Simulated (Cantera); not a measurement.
Feed: 1 mol SiCl4, 1.1 mol N2, 12 mol H2, 0.8 mol NH3, equilibrated at 900 °C.

Equilibrium computed with Cantera from the NASA thermochemical tables; the gas is ideal and each condensed phase is pure. Candidate condensed phases: NH4Cl, Si, Si3N4; 28 gas species. Equilibrium is a limit: real reactors are often held back by kinetics, nucleation or transport.

**Question.** What share of the Si ends up in condensed phases as a function of P (Pa), at 5, 15, 45, 140, 410, 1200, 3700, 11000, 33000, 100000?

**Answer.** 
```tsv
P (Pa)	Si condensed (%)	as
5	91.2	Si3N4(s)
15	94.8	Si3N4(s)
45	96.5	Si3N4(s)
140	97.1	Si3N4(s)
410	96.9	Si3N4(s)
1200	96.4	Si3N4(s)
3700	95.3	Si3N4(s)
11000	93.9	Si3N4(s)
33000	92.1	Si3N4(s)
100000	89.9	Si3N4(s)
```
